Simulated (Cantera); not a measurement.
A closed system holds: 1 mol C₃H₆, 0.032 mol NH₃, held at 1125 K and 1.90 bar.

Cantera equilibrium calculation (NASA polynomials, part measured and part estimated; ideal gas, pure solids and liquids). Candidate condensed phases: C, C₆H₆, C₇H₈, C₈H₁₈; 92 gas species. The numbers say what is thermodynamically allowed, not how fast it happens.

Base state: H₂ 0.945, CH₄ 0.0490, N₂ 0.00546, NH₃ 3.58e-5 (mole fractions); condensed: C(graphite).

Problem. What changes in the equilibrium state with this change: NH₃ from 0.032 to 0.014 mol?

Solution. 
```json
[
 {"species": "H₂", "before": "0.945", "after": "0.948"},
 {"species": "CH₄", "before": "0.0490", "after": "0.0493"},
 {"species": "N₂", "before": "0.00546", "after": "0.00241"},
 {"species": "NH₃", "before": "3.58e-5", "after": "2.39e-5"},
 {"species": "C(graphite), mol", "before": "2.86", "after": "2.86"}
]
```

Problem. What changes in the equilibrium state with this change: NH₃ from 0.032 to 0.28 mol?

Solution. 
```tsv
species	before	after
H₂	0.945	0.913
CH₄	0.0490	0.0457
N₂	0.00546	0.0411
NH₃	3.58e-5	9.33e-5
C(graphite), mol	2.86	2.84
```

Problem. What changes in the equilibrium state with this change: NH₃ from 0.032 to 0.22 mol?

Solution. 
```json
[
 {"species": "H₂", "before": "0.945", "after": "0.920"},
 {"species": "CH₄", "before": "0.0490", "after": "0.0464"},
 {"species": "N₂", "before": "0.00546", "after": "0.0334"},
 {"species": "NH₃", "before": "3.58e-5", "after": "8.51e-5"},
 {"species": "C(graphite), mol", "before": "2.86", "after": "2.85"}
]
```
